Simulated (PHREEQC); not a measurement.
Solution (25 °C): 0.11 mol/kgw CuSO4, 0.0027 mol/kgw H2SO4 and 0.099 mol/kgw FeCl3. Closed to the air; pH follows from the charge balance.

Model: ion-association model, wateq4f.dat, run in PHREEQC.

| quantity | before | after |
|---|---|---|
| pH | 2.21 | 3.12 |
| ionic strength (mol/kgw) | 0.477 | 0.00707 |
| Cu+2 (mol/kgw) | 0.0782 | 0.00102 |
| SO4-2 (mol/kgw) | 0.0231 | 0.000751 |
| CuSO4 (mol/kgw) | 0.0175 | 7.83e-5 |
| SI of Chalcanthite (CuSO4:5H2O) | -1.40 | -3.78 |
| SI of Tenorite (CuO) | -4.90 | -4.52 |

### Question
Which change was made?
A) H2SO4 from 0.0027 to 0.00027 mol/kgw
B) FeCl3 from 0.099 to 0.149 mol/kgw
C) 0.003 mol/kgw CO2 added
D) diluted 100-fold with water
E) diluted 2-fold with water

### Answer
D, diluted 100-fold with water

Precipitation was switched off in this run. Some of these states are supersaturated (in Hematite (slow to form), Goethite (slow to form), Fe(OH)3(a), for instance).
